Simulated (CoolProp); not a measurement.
The numbers come from the reference Helmholtz-energy equation of state, Penoncello 2003 in CoolProp.

### Question
For CHF3 (R23), give the phase and the cp (kJ/(kg K)), cv (kJ/(kg K)), speed of sound (m/s), Prandtl number at 34.75 °C and 0.679 MPa; 34.75 °C and 12.1 MPa.

### Answer
- 34.75 °C and 0.679 MPa: gas; cp 0.792, cv 0.642, speed of sound 202, Prandtl number 0.817
- 34.75 °C and 12.1 MPa: supercritical; cp 1.70, cv 0.793, speed of sound 338, Prandtl number 1.82

Viscosity comes from a separate model (Shan 2000). Thermal conductivity comes from a separate model (Shan 2000).
